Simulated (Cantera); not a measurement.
Source: NASA polynomial tables (part measured, part estimated), evaluated in Cantera. Values are per mole of reaction as written; species without (g) are pure solids or liquids, kept so even where they would boil at 1 bar. TaC: taken at fixed stoichiometry.

2 TaC + 4 H2O2(g) → Ta2O5 + 3 O(g) + 2 CH4(g)

```tsv
T (K)	ΔH° (kJ)	ΔS° (J/K)	ΔG° (kJ)	log10 K	condensed phases
973	-594.2	9.7	-603.7	32.41	TaC(s), Ta2O5(s)
1173	-585.9	17.6	-606.4	27.01	TaC(s), Ta2O5(s)
1373	-576.9	24.6	-610.7	23.23	TaC(s), Ta2O5(s)
1573	___	___	___	___	TaC(s), Ta2O5(s)
1773	-558.0	36.7	-623.0	18.35	TaC(s), Ta2O5(s)
1973	___	___	___	___	TaC(s), Ta2O5(s)
2173	-413.7	107.1	-646.6	15.54	TaC(s), Ta2O5(l)
2373	-395.9	115.0	-668.8	14.72	TaC(s), Ta2O5(l)
2573	-378.5	122.0	-692.5	14.06	TaC(s), Ta2O5(l)
2773	-361.6	128.4	-717.5	13.52	TaC(s), Ta2O5(l)
```

**Question.** Fill in the missing entries.

**Answer.** 
- 1573, ΔH° (kJ): -567.5
- 1573, ΔS° (J/K): 31.0
- 1573, ΔG° (kJ): -616.2
- 1573, log10 K: 20.46
- 1973, ΔH° (kJ): -548.4
- 1973, ΔS° (J/K): 41.8
- 1973, ΔG° (kJ): -630.9
- 1973, log10 K: 16.70
